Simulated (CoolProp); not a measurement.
A single-stage vapour-compression cycle with R142b: evaporating at 315.15 K (dew point), condensing at 366.15 K (bubble point), superheat 0 K, subcooling 8 K, compressor efficiency 0.65, no pressure losses. Each further row changes one setting.

Model: reference Helmholtz-energy equation of state, Lemmon 2006, in CoolProp. It is a short technical equation, of lower accuracy than the large ones.

| case | cooling COP | pressure ratio | discharge temperature (K) | refrigerating effect (kJ/kg) | volumetric capacity (kJ/m³) |
|---|---|---|---|---|---|
| as stated | 3.13 | 3.27 | 377.2 | 128 | 3110 |
| evaporating temperature 320.15 K | 3.62 | 2.86 | 375.9 | 131 | 3630 |
| condensing temperature 361.15 K | 3.62 | 2.96 | 371.5 | 135 | 3300 |
| subcooling 13 K | 3.32 | 3.27 | 377.2 | 135 | 3300 |
| superheat 10 K | 3.19 | 3.27 | 387.2 | 138 | 3190 |
| compressor efficiency 0.55 | 2.65 | 3.27 | 383.1 | 128 | 3110 |
